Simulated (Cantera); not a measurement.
Source: NASA polynomial tables (part measured, part estimated), evaluated in Cantera. Values are per mole of reaction as written; species without (g) are pure solids or liquids, kept so even where they would boil at 1 bar.

2 SrO + 2 NF3(g) → 3 F2(g) + 2 NO(g) + 2 Sr

```tsv
T (K)	ΔH° (kJ)	ΔS° (J/K)	ΔG° (kJ)	log10 K	condensed phases
900	[?]	[?]	[?]	[?]	SrO(s), Sr(s)
1000	1617.5	489.3	1128.1	-58.93	SrO(s), Sr(s)
1100	[?]	[?]	[?]	[?]	SrO(s), Sr(l)
1200	[?]	[?]	[?]	[?]	SrO(s), Sr(l)
1300	[?]	[?]	[?]	[?]	SrO(s), Sr(l)
```

Some entries are withheld; supply them.


- 900, ΔH° (kJ): 1620.6
- 900, ΔS° (J/K): 492.7
- 900, ΔG° (kJ): 1177.2
- 900, log10 K: -68.32
- 1100, ΔH° (kJ): 1630.9
- 1100, ΔS° (J/K): 502.3
- 1100, ΔG° (kJ): 1078.4
- 1100, log10 K: -51.21
- 1200, ΔH° (kJ): 1628.7
- 1200, ΔS° (J/K): 500.4
- 1200, ΔG° (kJ): 1028.3
- 1200, log10 K: -44.76
- 1300, ΔH° (kJ): 1626.4
- 1300, ΔS° (J/K): 498.5
- 1300, ΔG° (kJ): 978.4
- 1300, log10 K: -39.31
